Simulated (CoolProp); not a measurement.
R1336mzz(Z) along the isotherm 497.2 K: density (kg/m³) from the reference equation and from simpler models built on Tc = 444.5 K, pc = 2.904 MPa, ω = 0.386; each cubic takes its own stable root.

The numbers come from the reference Helmholtz-energy equation of state, McLinden 2020 in CoolProp.

```csv
p (MPa),phase,reference
0.272,gas,11.04
0.544,gas,22.60
0.817,gas,34.79
1.09,gas,47.64
1.36,gas,61.08
1.63,gas,75.32
1.91,gas,91.07
2.18,gas,107.3
2.45,gas,124.8
2.72,gas,143.7
2.99,supercritical,164.2
3.27,supercritical,187.4
3.54,supercritical,212.0
3.81,supercritical,239.1
4.08,supercritical,269.0
4.36,supercritical,303.1
```

How far does each simpler model (van der Waals, Soave-Redlich-Kwong, Peng-Robinson) lie from the reference over these 16 states: mean and median of the absolute difference, and the worst?


- van der Waals: mean 4.0 %, median 0.9 %, worst +17.7 % at 497.2 K and 4.36 MPa
- Soave-Redlich-Kwong: mean 2.4 %, median 1.7 %, worst -7.2 % at 497.2 K and 4.36 MPa
- Peng-Robinson: mean 0.9 %, median 0.9 %, worst -1.9 % at 497.2 K and 4.36 MPa
